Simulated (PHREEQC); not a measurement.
0.88 g of hydrous ferric oxide (600 m²/g; 0.2 weak and 0.005 strong sites per Fe, Dzombak-Morel constants, diffuse double layer) in 1 kg of water with 0.05 mol/kgw of an inert sodium salt and 1.4e-05 mol NiCl2 and 5e-06 mol CaCl2, at 25 °C; the pH is set by adding NaOH or the inert anion's acid. Oxygen alone is held at its pressure in air (log pO2 = -0.68). CO2 from the air is kept out. Nothing may precipitate in this run.

Model: ion-association model, wateq4f.dat, run in PHREEQC.

```csv
pH,Ni sorbed (%),Ca sorbed (%),surface charge σ (C/m²),surface potential ψ (mV)
4,0.0,0.0,0.294,159
4.38,0.1,0.0,0.253,152
4.75,0.5,0.0,0.210,142
5.12,2.2,0.0,0.168,131
5.5,9.4,0.0,0.130,118
5.88,31.0,0.0,0.098,104
6.25,64.4,0.1,0.073,89
6.62,88.4,0.4,0.052,74
7,97.3,1.6,0.035,56
7.38,99.4,6.6,0.021,38
7.75,99.9,22.9,0.010,19
8.12,100.0,55.5,0.000,0
8.5,100.0,84.6,-0.010,-19
8.88,100.0,96.0,-0.021,-38
9.25,100.0,99.0,-0.035,-56
9.62,100.0,99.7,-0.051,-73
10,100.0,99.9,-0.073,-89
```
